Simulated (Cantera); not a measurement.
A closed system holds: 1 mol C3H8, 0.96 mol H2O, 0.77 mol H2, equilibrated at 2152 °C and 67.0 Pa.

Cantera equilibrium calculation (NASA polynomials, part measured and part estimated; ideal gas, pure solids and liquids). Candidate condensed phases: C, C6H6, C7H8, C8H18, H2O; 110 gas species. Equilibrium is a limit: real reactors are often held back by kinetics, nucleation or transport.

Base state: H 0.454, H2 0.431, CO 0.111, C2H2 (acetylene) 0.00337, C3 0.000222, C2H 0.000216, C 8.58e-5, C2 2.02e-5 (mole fractions); condensed: C(graphite).

Q: What changes in the equilibrium state with this change: H2O from 0.96 to 0.16 mol?

A: 
| species | before | after |
|---|---|---|
| H2 | 0.431 | 0.489 |
| H | 0.454 | 0.483 |
| CO | 0.111 | 0.0238 |
| C4H2 | 1.08e-5 | 1.23e-5 |
| C2H2 (acetylene) | 0.00337 | 0.00381 |
| C2H | 0.000216 | 0.000230 |
| C2 | 2.02e-5 | 2.02e-5 |
| C3 | 0.000222 | 0.000222 |
| C(graphite), mol | 1.97 | 2.78 |

Q: What changes in the equilibrium state with this change: pressure from 67.0 Pa to 5900 Pa?

A: 
```json
[
 {"species": "H2", "before": "0.431", "after": "0.789"},
 {"species": "CO", "before": "0.111", "after": "0.139"},
 {"species": "H", "before": "0.454", "after": "0.0655"},
 {"species": "C2", "before": "2.02e-5", "after": "2.30e-7"},
 {"species": "C", "before": "8.58e-5", "after": "9.74e-7"},
 {"species": "C(graphite), mol", "before": "1.97", "after": "1.95"}
]
```
